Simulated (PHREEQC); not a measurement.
Model water analysis in mmol/kgw, 25 °C, pH 5.94, pe 9.8:

```
constituent                mmol/kgw
-------------------------  --------
Na                          0.00778
K                           0.00294
Ca                           0.0143
Mg                          0.00575
Cl                           0.0334
S(6)                        0.00558
Alkalinity (meq/kgw)        0.00781
Cu(2)                      0.000269
Zn                         2.16e-05
Pb                         0.000944
Br                         0.000345
N(5)                       5.66e-06
O(0) (counted as O atoms)  0.000121
```

Na is adjusted to close the charge balance.
Valence states are taken as typed.

All values are PHREEQC results (ion-association model, wateq4f.dat), not measurements.

Each row changes one thing in this solution. This is a speciation only: nothing precipitates in the calculation.

```tsv
case	CO2 (mol/kgw)	HCO3- (mol/kgw)	Pb+2 (mol/kgw)	Cu+2 (mol/kgw)	PbOH+ (mol/kgw)	CaSO4 (mol/kgw)	SI of Pb(OH)2 (Pb(OH)2)	SI of Tenorite (CuO)
as made	2.28e-5	8.91e-6	9.14e-7	2.61e-7	1.50e-8	1.46e-8	-2.33	-2.34
all concentrations times 2 at the same typed pH	4.23e-5	1.66e-5	___	5.19e-7	___	5.63e-8	-2.04	-2.05
pH from 5.94 to 5.64 at the same alkalinity	5.14e-5	___	9.22e-7	2.65e-7	7.61e-9	1.46e-8	-2.92	-2.93
temperature from 25 to 35 °C at the same typed pH	2.07e-5	8.90e-6	9.12e-7	2.61e-7	1.50e-8	___	-2.00	___
Cu(2) from 0.000269 to 0.000538 mmol/kgw	2.27e-5	8.90e-6	9.14e-7	5.22e-7	1.50e-8	1.46e-8	-2.33	-2.04
```

**Question.** Complete the blanks.

**Answer.** 
- all concentrations times 2 at the same typed pH, Pb+2 (mol/kgw): 1.80e-6
- all concentrations times 2 at the same typed pH, PbOH+ (mol/kgw): 2.93e-8
- pH from 5.94 to 5.64 at the same alkalinity, HCO3- (mol/kgw): 1.01e-5
- temperature from 25 to 35 °C at the same typed pH, CaSO4 (mol/kgw): 1.59e-8
- temperature from 25 to 35 °C at the same typed pH, SI of Tenorite (CuO): -1.98

Complexes and solids missing from the database can't appear.
